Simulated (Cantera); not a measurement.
**Abatement and gas-phase synthesis: H2O + O2**

Input: 1 mol H2O, 0.13 mol O2, at 85.0 bar.

Equilibrium computed with Cantera from the NASA thermochemical tables; the gas is ideal and each condensed phase is pure. Candidate condensed phases: H2O; 9 gas species. The ideal-gas law is rough above about 30 bar. Rates play no part.

```
T (°C)  x H2O   x O2     x OH      x H2       x O       x H     x HO2   x H2O2
------  -----  -----  -------  --------  --------  --------  --------  -------
1802    0.883  0.114  0.00245  0.000141   4.28e-5   3.43e-6   2.18e-5  6.69e-6
1902    0.882  0.114  0.00378  0.000276   8.44e-5   8.79e-6   3.11e-5  8.95e-6
2002    0.880  0.114  0.00559  0.000508  0.000157   2.08e-5   4.29e-5  1.17e-5
2102    0.878  0.113  0.00801  0.000890  0.000276   4.56e-5   5.76e-5  1.48e-5
2202    0.874  0.112   0.0111   0.00149  0.000465   9.42e-5   7.54e-5  1.85e-5
2302    0.870  0.111   0.0151   0.00239  0.000751  0.000184   9.65e-5  2.26e-5
2402    0.864  0.110   0.0199   0.00371   0.00117  0.000341  0.000121  2.72e-5
2502    0.857  0.109   0.0257   0.00555   0.00176  0.000605  0.000149  3.21e-5
2602    0.847  0.108   0.0325   0.00807   0.00258   0.00103  0.000180  3.74e-5
```
x: gas mole fraction; nothing condenses.

From 1802 °C to 2602 °C nothing is condensed.
